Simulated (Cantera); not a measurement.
Ammonia decomposition in nitride growth gas

A perfectly stirred reactor is fed with NH₃ : N₂ = 1 : 2.4 (molar parts), at 0.132 atm; it is held at 2300 K, and followed from long to short residence time.

Cantera simulation using the gas-phase N/H chemistry of the illustrative SiF4/NH3 mechanism in the Surface Chemkin manual (1991); the numbers are that mechanism's predictions, not measurements. Walls and surfaces, which speed up NH3 decomposition in real reactors, are not modelled.

| τ (s) | x NH₃ | x H | x NH₂ | x H₂ | x N₂ |
|---|---|---|---|---|---|
| 2.6 | 0.000318 | 0.00861 | 2.58e-5 | 0.335 | 0.656 |
| 0.92 | 0.00285 | 0.00343 | 9.20e-5 | 0.335 | 0.658 |
| 0.32 | 0.0117 | 0.00196 | 0.000223 | 0.326 | 0.660 |
| 0.11 | 0.0343 | 0.00127 | 0.000458 | 0.300 | 0.664 |
| 0.038 | 0.0820 | 0.000799 | 0.000842 | 0.245 | 0.672 |
| 0.013 | 0.156 | 0.000444 | 0.00135 | 0.159 | 0.683 |
| 0.0045 | 0.225 | 0.000216 | 0.00187 | 0.0785 | 0.694 |
| 0.0016 | 0.265 | 9.53e-5 | 0.00229 | 0.0312 | 0.701 |
| 0.00054 | 0.284 | 3.48e-5 | 0.00239 | 0.00954 | 0.704 |
| 0.00019 | 0.291 | 1.17e-5 | 0.00182 | 0.00234 | 0.705 |
x: mole fraction; the columns are a selection and need not sum to one.
